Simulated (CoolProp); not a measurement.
Ethanol along the isobar 6.61 MPa: Z from the reference equation and from simpler models built on Tc = 514.7 K, pc = 6.268 MPa, ω = 0.644; each cubic takes its own stable root.

The numbers come from the reference Helmholtz-energy equation of state, Schroeder 2014 in CoolProp.

```csv
T (K),phase,reference,Soave-Redlich-Kwong,Peng-Robinson
467.6,liquid,0.1331,0.1687,0.1495
472.5,liquid,0.1340,0.1712,0.1517
477.4,liquid,0.1352,0.1741,0.1544
482.3,liquid,0.1366,0.1776,0.1577
487.3,liquid,0.1384,0.1820,0.1618
492.2,liquid,0.1407,0.1873,0.1667
497.1,liquid,0.1437,0.1940,0.1731
502,liquid,0.1478,0.2029,0.1815
507,liquid,0.1544,0.2158,0.1937
511.9,liquid,0.1667,0.2364,0.2136
516.8,supercritical,0.2104,0.2915,0.2682
521.8,supercritical,0.4545,0.4674,0.4392
526.7,supercritical,0.5351,0.5303,0.5009
531.6,supercritical,0.5850,0.5727,0.5430
536.5,supercritical,0.6224,0.6060,0.5761
541.5,supercritical,0.6531,0.6343,0.6044
```
